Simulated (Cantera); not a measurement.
A closed system holds: 1 mol C₂H₅OH, 2.9 mol H₂, held at 435 Torr.

Cantera equilibrium calculation (NASA polynomials, part measured and part estimated; ideal gas, pure solids and liquids). Candidate condensed phases: C, C₆H₆, C₇H₈, C₈H₁₈, H₂O; 110 gas species. Kinetics and transport are ignored.

x: gas mole fraction; n: condensed amount in mol.

| T (K) | x H₂ | x CH₄ | x H₂O | x CO | x CO₂ | n C(graphite) |
|---|---|---|---|---|---|---|
| 700 | 0.307 | 0.465 | 0.208 | 0.00272 | 0.0173 | 0.0187 |
| 750 | (withheld) | (withheld) | (withheld) | (withheld) | 0.0193 | (withheld) |
| 800 | 0.566 | 0.250 | 0.145 | 0.0189 | 0.0205 | 0.591 |
| 850 | 0.670 | 0.162 | 0.108 | 0.0395 | 0.0195 | 0.817 |
| 900 | 0.743 | 0.100 | 0.0722 | 0.0690 | 0.0154 | 0.928 |
| 950 | 0.788 | 0.0604 | 0.0425 | 0.0995 | 0.00961 | 0.949 |
| 1000 | 0.814 | (withheld) | (withheld) | (withheld) | (withheld) | 0.941 |
| 1050 | 0.829 | 0.0228 | 0.0117 | 0.134 | 0.00223 | 0.941 |
| 1100 | 0.838 | 0.0146 | 0.00609 | 0.140 | 0.00100 | 0.949 |
| 1150 | 0.844 | 0.00967 | 0.00327 | 0.143 | 0.000466 | 0.960 |

Task: Fill in the missing entries.

Result: 
- 1000, x CH₄: 0.0367
- 1000, x H₂O: 0.0227
- 1000, x CO: 0.122
- 1000, x CO₂: 0.00488
- 750, x H₂: 0.438
- 750, x CH₄: 0.356
- 750, x H₂O: 0.179
- 750, x CO: 0.00774
- 750, n C(graphite): 0.300
